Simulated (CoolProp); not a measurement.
Saturated liquid density (kg/m³) of n-hexane: the reference equation beside estimates from Tc = 507.8 K, pc = 3.044 MPa, ω = 0.300. Rackett uses Z = 0.29056 − 0.08775 ω.

Model: reference Helmholtz-energy equation of state, Thol 2019, in CoolProp.

| T (K) | reference | Rackett | van der Waals | Redlich-Kwong | Peng-Robinson |
|---|---|---|---|---|---|
| 306.7 | 646.9 | 653.1 | 381.9 | 562.0 | 658.1 |
| 320.9 | 633.7 | 639.5 | 374.4 | 549.0 | 645.5 |
| 335.1 | 620.0 | 625.3 | 366.6 | 535.2 | 631.9 |
| 349.3 | 605.9 | 610.7 | 358.3 | 520.7 | 617.1 |
| 363.5 | 591.3 | 595.5 | 349.7 | 505.3 | 601.2 |
| 377.7 | 576.0 | 579.6 | 340.5 | 488.9 | 583.8 |
| 391.9 | 559.9 | 562.8 | 330.7 | 471.4 | 564.8 |
| 406.1 | 542.8 | 545.1 | 320.3 | 452.7 | 543.8 |
| 420.3 | 524.4 | 526.2 | 309.1 | 432.4 | 520.6 |
| 434.5 | 504.4 | 505.7 | 296.9 | 410.4 | 494.6 |
| 448.7 | 482.2 | 483.1 | 283.3 | 386.1 | 465.0 |
| 462.9 | 456.6 | 457.6 | 268.0 | 358.7 | 430.8 |
| 477.1 | 425.8 | 427.3 | 250.0 | 326.9 | 389.9 |

Absolute difference from the reference over all 13 rows, mean and median: Rackett 0.6 and 0.5 %, van der Waals 41.0 and 41.0 %, Redlich-Kwong 16.7 and 15.8 %, Peng-Robinson 2.4 and 1.8 %.
